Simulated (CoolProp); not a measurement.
Saturation properties of c-C4F8 (RC318).

Computed with CoolProp (reference Helmholtz-energy equation of state, Platzer 1990). This equation is an older, rougher fit; its heat capacities, sound speeds and derivatives of the liquid may be far off and weren't checked against measurements.

| T (K) | p (MPa) | liquid density (kg/m³) | enthalpy of vaporisation (kJ/kg) | liquid viscosity (µPa s) |
|---|---|---|---|---|
| 274 | 0.1333 | 1591 | 114.2 | 522 |
| 279.9 | 0.1668 | 1569 | 111.9 | 476 |
| 285.8 | 0.2064 | 1547 | 109.5 | 435 |
| 291.7 | 0.2529 | 1524 | 107.1 | 399 |
| 297.6 | 0.3071 | 1500 | 104.5 | 365 |
| 303.5 | 0.3695 | 1476 | 101.8 | 335 |
| 309.4 | 0.4411 | 1451 | 98.97 | 308 |
| 315.3 | 0.5227 | 1426 | 96.01 | 282 |

It boils at 267.2 K under 1 atm.

Viscosity comes from a separate model (Huber 2003), an estimate that may be off by 10 % or more.
